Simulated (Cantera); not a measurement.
A closed system holds: 1 mol borazine, 3 mol O₂, 0.3 mol H₂, equilibrated at 1000 Pa.

Cantera equilibrium calculation (NASA polynomials, part measured and part estimated; ideal gas, pure solids and liquids). Candidate condensed phases: B, BN, B₂O₃, B₃O₃H₃, H₂O; 39 gas species. The feed counts by its element totals alone. Gases not in the tables: H₃BO₃. Rates play no part.

x: gas mole fraction; n: condensed amount in mol.

```tsv
T (K)	x H₂	x N₂	x H₂O	x HBO₂	x B₂O₃	n B₂O₃(l)
1348	0.370	0.308	0.293	0.0290	6.68e-5	1.43
1373	0.368	0.307	0.288	0.0378	0.000125	1.41
1398	0.366	0.305	0.280	[?]	[?]	1.38
1423	0.363	0.303	0.272	0.0615	0.000410	1.35
1448	0.360	0.300	0.262	0.0769	0.000719	1.30
1473	0.357	0.297	0.250	[?]	[?]	1.25
1498	0.352	0.294	0.236	0.116	0.00208	1.19
1523	0.347	0.290	0.220	0.139	0.00345	1.12
1548	0.342	0.285	0.203	0.165	0.00561	1.04
1573	0.335	0.280	0.184	0.192	0.00898	0.935
1598	0.328	0.273	0.163	0.221	0.0141	0.816
1623	0.319	0.267	0.142	0.249	0.0220	0.674
```

Task: Some entries are withheld; supply them.

Result: 
- 1473, x HBO₂: 0.0950
- 1473, x B₂O₃: 0.00124
- 1398, x HBO₂: 0.0485
- 1398, x B₂O₃: 0.000229
